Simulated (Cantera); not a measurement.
An adiabatic, constant-volume homogeneous reactor starts with CH4 : CO : O2 : N2 : H2O = 1 : 0.67 : 1.3 : 3.89 : 0.46 (molar parts), at 1275 K and 20000 Pa.

Computed with Cantera and GRI-Mech 3.0 (53 species, 325 reactions).

Question: Predict: time of steepest temperature rise; temperature at 8.00 s; equilibrium temperature; x(CO) at 8.00 s; x(O2) at 8.00 s; x(HO2) at 8.00 s; x(NO) at 8.00 s.

Answer: 
* **time of steepest temperature rise**: 85.1 ms
* **temperature at 8.00 s**: 2675 K
* **equilibrium temperature**: 2675 K
* **x(CO) at 8.00 s**: 0.157 (gas-phase equilibrium 0.157)
* **x(O2) at 8.00 s**: 0.00142 (gas-phase equilibrium 0.00142)
* **x(HO2) at 8.00 s**: 5.84e-7 (gas-phase equilibrium 5.84e-7)
* **x(NO) at 8.00 s**: 0.00196 (gas-phase equilibrium 0.00196)
